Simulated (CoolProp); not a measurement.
Normal hydrogen at 293.15 K and 0.287 MPa is throttled through a valve to 0.179 MPa with no heat exchange. Each further row changes one setting.

Computed with CoolProp (reference Helmholtz-energy equation of state, Leachman 2009).

| case | temperature change (K) | final density (kg/m³) |
|---|---|---|
| as stated | +0.0 | 0.148 |
| outlet pressure 0.0537 MPa | +0.1 | 0.0444 |
| outlet pressure 0.233 MPa | +0.0 | 0.192 |
